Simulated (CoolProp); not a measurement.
Carbon dioxide at 464.74 K and 9.08 MPa is throttled through a valve to 2.86 MPa with no heat exchange. Each further row changes one setting.

Model: reference Helmholtz-energy equation of state, Span 1996, in CoolProp.

```tsv
case	temperature change (K)	final density (kg/m³)
as stated	-22.8	35.5
outlet pressure 0.858 MPa	___	10.6
outlet pressure 3.72 MPa	___	___
```

Question: Some entries are withheld; supply them.

Answer: 
- outlet pressure 0.858 MPa, temperature change (K): -31.3
- outlet pressure 3.72 MPa, temperature change (K): -19.4
- outlet pressure 3.72 MPa, final density (kg/m³): 46.2
